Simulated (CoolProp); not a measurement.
Saturated liquid density (kg/m³) of propylene: the reference equation beside estimates from Tc = 364.2 K, pc = 45.55 bar, ω = 0.146.

The numbers come from the reference Helmholtz-energy equation of state, Lemmon 2013 in CoolProp.

```json
[
 {"T (K)": "261.2", "reference": "563.3", "van der Waals": "355.8", "Peng-Robinson": "594.3"},
 {"T (K)": "267.5", "reference": "554.4", "van der Waals": "350.1", "Peng-Robinson": "583.3"},
 {"T (K)": "273.9", "reference": "545.0", "van der Waals": "344.0", "Peng-Robinson": "571.6"},
 {"T (K)": "280.3", "reference": "?", "van der Waals": "337.7", "Peng-Robinson": "559.3"},
 {"T (K)": "286.7", "reference": "525.3", "van der Waals": "331.2", "Peng-Robinson": "546.3"},
 {"T (K)": "293", "reference": "?", "van der Waals": "324.4", "Peng-Robinson": "?"},
 {"T (K)": "299.4", "reference": "504.1", "van der Waals": "317.3", "Peng-Robinson": "518.1"},
 {"T (K)": "305.8", "reference": "492.6", "van der Waals": "309.7", "Peng-Robinson": "502.6"},
 {"T (K)": "312.1", "reference": "480.7", "van der Waals": "301.8", "Peng-Robinson": "486.1"},
 {"T (K)": "318.5", "reference": "467.7", "van der Waals": "293.3", "Peng-Robinson": "468.1"},
 {"T (K)": "324.9", "reference": "?", "van der Waals": "284.1", "Peng-Robinson": "448.6"},
 {"T (K)": "331.3", "reference": "438.4", "van der Waals": "274.2", "Peng-Robinson": "427.3"},
 {"T (K)": "337.6", "reference": "421.7", "van der Waals": "263.4", "Peng-Robinson": "404.0"},
 {"T (K)": "344", "reference": "402.2", "van der Waals": "251.0", "Peng-Robinson": "377.2"},
 {"T (K)": "350.4", "reference": "378.7", "van der Waals": "236.5", "Peng-Robinson": "?"}
]
```

**Question.** Fill in the missing entries.

**Answer.** 
- 280.3, reference: 535.3
- 293, reference: 515.0
- 293, Peng-Robinson: 532.8
- 324.9, reference: 453.7
- 350.4, Peng-Robinson: 345.8

Absolute difference from the reference over all 15 rows, mean and median: van der Waals 37.2 and 37.1 %, Peng-Robinson 3.8 and 4.0 %.
